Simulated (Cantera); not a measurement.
Mixture: CH4 : O2 : N2 = 1 : 1.11 : 4.18 (molar parts), equivalence ratio 1.8, at 9.87 atm, adiabatic and at constant volume. Ignition delay is the time to a rise of 400 K.

Computed with Cantera and GRI-Mech 3.0 (53 species, 325 reactions).

**Question.** What does this change do: pressure from 9.87 atm to 0.987 atm?

**Answer.** 
```csv
quantity,before,after
delay at 1200 K,6.11 ms,59.6 ms
delay at 1300 K,1.85 ms,15.1 ms
delay at 1400 K,0.620 ms,4.33 ms
delay at 1500 K,0.224 ms,1.41 ms
delay at 1600 K,86.8 µs,0.525 ms
delay at 1700 K,36.3 µs,0.227 ms
apparent activation energy between 1500 and 1700 K,190 kJ/mol,190 kJ/mol
```
